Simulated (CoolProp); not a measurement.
A simple Rankine cycle with 1,2-dichloroethane: condensing at 300.15 K, boiler at 0.53 MPa, turbine inlet 425.3 K, turbine efficiency 0.7, pump efficiency 0.8, no recuperator. Each further row changes one setting.

Computed with CoolProp (reference Helmholtz-energy equation of state, Thol 2015).

```json
[
 {"case": "as stated", "thermal efficiency (%)": "16.8", "net work (kJ/kg)": "76.3", "heat in (kJ/kg)": "454", "turbine exit temperature (K)": "328.6", "volume ratio over the turbine": "38.9"},
 {"case": "turbine inlet 445.3 K", "thermal efficiency (%)": "(withheld)", "net work (kJ/kg)": "80.7", "heat in (kJ/kg)": "(withheld)", "turbine exit temperature (K)": "347.1", "volume ratio over the turbine": "38.7"},
 {"case": "condensing temperature 292.15 K", "thermal efficiency (%)": "(withheld)", "net work (kJ/kg)": "82.9", "heat in (kJ/kg)": "464", "turbine exit temperature (K)": "320.8", "volume ratio over the turbine": "56.1"},
 {"case": "boiler pressure 0.371 MPa", "thermal efficiency (%)": "15.6", "net work (kJ/kg)": "71.4", "heat in (kJ/kg)": "458", "turbine exit temperature (K)": "(withheld)", "volume ratio over the turbine": "27.2"},
 {"case": "turbine efficiency 0.6", "thermal efficiency (%)": "14.4", "net work (kJ/kg)": "65.4", "heat in (kJ/kg)": "454", "turbine exit temperature (K)": "341.3", "volume ratio over the turbine": "40.5"}
]
```

**Question.** Some entries are withheld; supply them.

**Answer.** 
- turbine inlet 445.3 K, thermal efficiency (%): 17.0
- turbine inlet 445.3 K, heat in (kJ/kg): 474
- condensing temperature 292.15 K, thermal efficiency (%): 17.8
- boiler pressure 0.371 MPa, turbine exit temperature (K): 338.5
